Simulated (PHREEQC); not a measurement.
Consider water at 25 °C with 0.096 mol/kgw NH4HCO3. Closed to the air; pH follows from the charge balance.

Model: ion-association model, wateq4f.dat, run in PHREEQC.

Each row changes one thing in this solution. This is a speciation only: nothing precipitates in the calculation.

| case | pH | ionic strength (mol/kgw) | NH3 (mol/kgw) |
|---|---|---|---|
| as made | 7.75 | 0.0941 | 0.00237 |
| NH4HCO3 from 0.096 to 0.0192 mol/kgw | ? | ? | 0.000545 |
| NH4HCO3 replaced by NH4BF4 at the same molality | ? | 0.0983 | 2.27e-8 |
| NH4HCO3 from 0.096 to 0.048 mol/kgw | 7.76 | 0.0469 | ? |

Fill in the missing entries.


- NH4HCO3 from 0.096 to 0.0192 mol/kgw, pH: 7.77
- NH4HCO3 from 0.096 to 0.0192 mol/kgw, ionic strength (mol/kgw): 0.0187
- NH4HCO3 replaced by NH4BF4 at the same molality, pH: 2.72
- NH4HCO3 from 0.096 to 0.048 mol/kgw, NH3 (mol/kgw): 0.00127

Species that the database lacks are ignored. Real BF4- forms and hydrolyses slowly; the run takes it at equilibrium.
